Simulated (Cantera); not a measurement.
Feed: 1 mol Al(CH3)3, 4.8 mol NH3, 54 mol N2, held at 10000 Pa.

These are equilibrium values from Cantera (NASA tables, ideal gas, pure condensed phases), not measurements of a reactor. Candidate condensed phases: Al, AlN, C, C6H6, C7H8, C8H18; 97 gas species. The feed counts by its element totals alone. Equilibrium is a limit: real reactors are often held back by kinetics, nucleation or transport.

Q: At 1425 K, list the 4 most abundant gas species with their mole fractions, and the condensed phases.

A: N2 0.827, H2 0.173, HCN 0.000229, CH4 1.13e-5. Condensed: AlN(s) + C(graphite).
